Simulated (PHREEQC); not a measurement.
PHREEQC input (ion-association model, phreeqc.dat):

```
SOLUTION_MASTER_SPECIES
  Amm  AmmH+  0  AmmH  17.031  # ammonia with no redox link, constants of NH4+
SOLUTION_SPECIES
  AmmH+ = AmmH+
    -log_k 0
    -gamma 2.5 0
    -dw 1.98e-9
  AmmH+ = Amm + H+
    -log_k -9.252
    -delta_h 12.48 kcal
    -analytic 0.6322 -0.001225 -2835.76
    -dw 2.28e-9
  AmmH+ + SO4-2 = AmmHSO4-
    -log_k 1.11
  SO4-2 + 9 H+ + 8 e- = HS- + 4 H2O  # shut off: sulfate is not reduced
    -log_k -100
    -delta_h 0
    -analytic -100
PHASES
  Amm(g)
    Amm = Amm
    -log_k 1.7966
    -analytic -18.758 3.3670e-4 2.5113e3 4.8619 39.192
    -T_c 405.6
    -P_c 111.3
    -Omega 0.25
EXCHANGE_SPECIES
  AmmH+ + X- = AmmHX
    -log_k 0.6
    -gamma 2.5 0
    -delta_h -2.4
SOLUTION 0
  temp 25
  units mmol/kgw
  pH 7 charge
  Cl 0.62
  Amm 14.61
  S(6) 7
  Br 46
  K 46
SOLUTION 1-30
  temp 25
  units mmol/kgw
  pH 7 charge
  Cl 3.21
  Li 2
  Mn(2) 0.6
  S(6) 15
  Na 30
END
EXCHANGE 1-30
  X 0.021
  -equilibrate 1
END
SELECTED_OUTPUT 1
  -reset false
  -pH true
  -pe true
  -ionic_strength true
  -water true
  -step true
  -totals Amm Br Cl K Li Mn Na S Mn(2) Mn(3)
    S(-2) S(6)
  -molalities LiX MnX2 AmmHX NaX KX
  -saturation_indices Pyrochroite Halite Sylvite
PRINT
  -reset false
TRANSPORT
  -cells 30
  -shifts 90
  -lengths 0.0166667
  -time_step 3600
  -dispersivities 0.018
  -boundary_conditions flux flux
  -correct_disp true
  -punch_cells 30
  -punch_frequency 3
END
# ... the last block is repeated for the other 30 points of pore volumes
```

Selected output (columns that matter, 16 of 31 rows; pore volumes added in front):

```
pore volumes	pH	mu	Amm	Br	Cl	K	Li	Mn	Na	S	m_LiX	si_Pyrochroite	si_Halite	si_Sylvite
0	5.2862	0.045933	0	0	0.00321	0	0.002	0.0006	0.03	0.015	0.00062817	-8.3538	-5.768	-1000
0.2167	5.2862	0.045933	0	5.3163e-15	0.00321	0	0.002	0.0006	0.03	0.015	0.00062817	-8.3538	-5.768	-1000
0.4167	5.2861	0.045943	5.2278e-12	2.2306e-05	0.0032087	5.3773e-13	0.0020008	0.00060039	0.030012	0.014996	0.00062816	-8.3536	-5.768	-15.856
0.6167	5.2811	0.046808	2.286e-07	0.0020778	0.003093	7.7175e-08	0.0020668	0.00063719	0.031097	0.014639	0.00062625	-8.3342	-5.7693	-10.716
0.8167	5.2554	0.051175	9.5704e-05	0.012283	0.0025184	9.0558e-05	0.0023087	0.00090219	0.03622	0.012864	0.00057827	-8.2162	-5.7961	-7.7389
1.0167	5.2055	0.057994	0.0022567	0.026584	0.0017132	0.0042189	0.0019142	0.0042666	0.032117	0.010377	0.00023572	-7.6108	-6.0227	-6.2445
1.2167	5.164	0.064129	0.0068279	0.037109	0.0011206	0.016661	0.0009966	0.0068036	0.017219	0.0085463	8.0882e-05	-7.4729	-6.4842	-5.8386
1.4167	5.1452	0.066186	0.010643	0.042531	0.0008153	0.029292	0.00042726	0.0053216	0.0075374	0.0076032	2.9322e-05	-7.6112	-6.9817	-5.7323
1.6167	5.1383	0.066195	0.012836	0.044788	0.00068822	0.037622	0.00016372	0.0031608	0.0029438	0.0072107	1.0456e-05	-7.8494	-7.4621	-5.6956
1.8167	5.1363	0.065823	0.013874	0.045608	0.00064206	0.042076	5.8297e-05	0.0016501	0.0010682	0.0070681	3.6163e-06	-8.1355	-7.9311	-5.6758
2.0167	5.1359	0.065534	0.014316	0.04588	0.00062675	0.044224	1.9731e-05	0.00080508	0.00036859	0.0070208	1.2108e-06	-8.448	-8.4029	-5.6638
2.2167	5.1359	0.065367	0.014495	0.045965	0.00062198	0.045211	6.4381e-06	0.00037732	0.00012265	0.0070061	3.936e-07	-8.7772	-8.8837	-5.6571
2.4167	5.136	0.065281	0.014565	0.04599	0.00062057	0.045653	2.0439e-06	0.00017208	3.9719e-05	0.0070017	1.248e-07	-9.1181	-9.3741	-5.6537
2.6167	5.1361	0.06524	0.014593	0.045997	0.00062016	0.045849	6.354e-07	7.6913e-05	1.2598e-05	0.0070005	3.8784e-08	-9.4678	-9.873	-5.652
2.8167	5.1361	0.065221	0.014603	0.045999	0.00062004	0.045934	1.9434e-07	3.3838e-05	3.932e-06	0.0070001	1.1861e-08	-9.8243	-10.379	-5.6512
3.0167	5.1361	0.065212	0.014607	0.046	0.00062001	0.045972	5.8681e-08	1.47e-05	1.2116e-06	0.007	3.5813e-09	-10.186	-10.89	-5.6509
```

Species that the database lacks are ignored.
